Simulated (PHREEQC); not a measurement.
A solution holds 0.094 mol HF and 0.013 mol NH4F per kg of water, at 25 °C. Closed to the air; pH follows from the charge balance.

Model: ion-association model, phreeqc.dat, run in PHREEQC.

Precipitation was switched off in this run.

Order these F species by the share of F that they hold, largest first: F-, HF, HF2-.

HF (79 %), F- (13 %), HF2- (8.3 %)

The pH is 2.33 and the ionic strength 0.0183 mol/kgw. Species that the database lacks are ignored.
